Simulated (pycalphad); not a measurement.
Source of the numbers: pycalphad with the COST 507 light-alloy database (1999); pressure 1 atm. The data set is of 1999 and partly superseded. Phase fractions are per mole of atoms.

### Question
Give the equilibrium state of Al-0.41Si-4.21C (at.%) at 690 K.

### Answer
```
T = 690.00 K, P = 101325 Pa, N = 1 mol of atoms
G = -26346 J/mol, H = 7091 J/mol, S = 48.46 J/(mol K)  (SER reference)
chemical potentials (J/mol): Al -24364, Si -43499, C -69574
phase             fraction      x(Al)      x(Si)       x(C)
FCC_A1              0.9031     1.0000   3.14e-05      7e-14
AL8SIC7             0.0651     0.5000     0.0625     0.4375
AL4C3               0.0317     0.5714   1.16e-05     0.4286
```

### Question
Give the equilibrium state of Al-0.41Si-4.21C (at.%) at 1210 K.

### Answer
LIQUID, fraction 0.902, with 0.45 Si, <0.01 C at.%; AL4C3, fraction 0.098, with 0.01 Si, 42.9 C at.%.

Database names, with the compositions (at.%) that they take in these runs: AL4C3: Al 57 C 43; AL8SIC7: Al 50 C 44 Si 6. FCC_A1 is fcc.
